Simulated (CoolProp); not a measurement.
Properties of vinyl chloride at several states.

Computed with CoolProp (reference Helmholtz-energy equation of state, Thol 2022).

```json
[
 {"T (K)": "291.3", "p (MPa)": "30.2", "phase": "liquid", "density (kg/m³)": "960.7", "cp (kJ/(kg K))": "…", "Joule-Thomson coefficient (K/MPa)": "…", "isothermal compressibility (1/MPa)": "0.001382"},
 {"T (K)": "427.2", "p (MPa)": "0.428", "phase": "gas", "density (kg/m³)": "7.722", "cp (kJ/(kg K))": "…", "Joule-Thomson coefficient (K/MPa)": "…", "isothermal compressibility (1/MPa)": "2.397"},
 {"T (K)": "174.5", "p (MPa)": "24.6", "phase": "liquid", "density (kg/m³)": "1138", "cp (kJ/(kg K))": "…", "Joule-Thomson coefficient (K/MPa)": "-0.4159", "isothermal compressibility (1/MPa)": "…"},
 {"T (K)": "242.6", "p (MPa)": "0.143", "phase": "liquid", "density (kg/m³)": "999.5", "cp (kJ/(kg K))": "1.473", "Joule-Thomson coefficient (K/MPa)": "…", "isothermal compressibility (1/MPa)": "0.001277"}
]
```

Question: Fill in the missing entries.

Answer: 
- 291.3, cp (kJ/(kg K)): 1.446
- 291.3, Joule-Thomson coefficient (K/MPa): -0.4002
- 427.2, cp (kJ/(kg K)): 1.107
- 427.2, Joule-Thomson coefficient (K/MPa): 9.894
- 174.5, cp (kJ/(kg K)): 1.550
- 174.5, isothermal compressibility (1/MPa): 0.0005949
- 242.6, Joule-Thomson coefficient (K/MPa): -0.3904
